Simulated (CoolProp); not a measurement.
Vapour-liquid equilibrium of cyclohexane (1) + n-dodecane (2) at 0.0377 MPa; x and y are mole fractions of (1).

Values from CoolProp's multi-fluid Helmholtz-energy mixture model, Zhou 2014 and Lemmon 2004; pair parameters Bell 2016.

| x | bubble temperature (°C) | y at the bubble point | dew temperature at overall composition x (°C) | liquid density (mol/L) |
|---|---|---|---|---|
| 0.05 | 153.5 | 0.560 | 177.0 | 3.910 |
| 0.2 | 107.7 | 0.937 | 171.4 | … |
| 0.35 | … | 0.982 | 164.9 | 5.065 |
| 0.5 | 72.9 | … | 157.1 | 5.689 |
| 0.65 | … | … | 147.2 | … |
| 0.8 | 57.5 | 0.999 | 132.8 | 7.320 |
| 0.95 | 52.5 | 1.000 | 103.2 | 8.451 |

Question: What belongs in the gaps?

Answer: 
- 0.2, liquid density (mol/L): 4.501
- 0.35, bubble temperature (°C): 86.0
- 0.5, y at the bubble point: 0.993
- 0.65, bubble temperature (°C): 64.0
- 0.65, y at the bubble point: 0.997
- 0.65, liquid density (mol/L): 6.424

No azeotrope shows between x = 0.05 and 0.95.

The pair parameters rest on a limited set of measurements; away from them the model extrapolates.
